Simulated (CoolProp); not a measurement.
Vapour-liquid equilibrium of hexamethyldisiloxane (MM) (1) + toluene (2) at 41.7 kPa; x and y are mole fractions of (1).

The numbers come from the multi-fluid Helmholtz-energy mixture model, Thol 2016 and Lemmon 2006; pair parameters Bell 2016 in CoolProp.

| x | bubble temperature (K) | y at the bubble point | dew temperature at overall composition x (K) | liquid density (mol/L) |
|---|---|---|---|---|
| 0.05 | ___ | ___ | 354.6 | 8.401 |
| 0.2 | 351.5 | 0.288 | 352.7 | 7.438 |
| 0.35 | 349.5 | 0.450 | 350.7 | 6.638 |
| 0.5 | 348.0 | 0.584 | 348.9 | 5.966 |
| 0.65 | 346.9 | 0.704 | 347.4 | 5.396 |
| 0.8 | ___ | 0.822 | ___ | ___ |
| 0.95 | 345.9 | 0.952 | 345.9 | ___ |

What belongs in the gaps?


- 0.05, bubble temperature (K): 354.2
- 0.05, y at the bubble point: 0.082
- 0.8, bubble temperature (K): 346.2
- 0.8, dew temperature at overall composition x (K): 346.3
- 0.8, liquid density (mol/L): 4.907
- 0.95, liquid density (mol/L): 4.485

No azeotrope shows between x = 0.05 and 0.95.

The pair parameters rest on a limited set of measurements; away from them the model extrapolates.
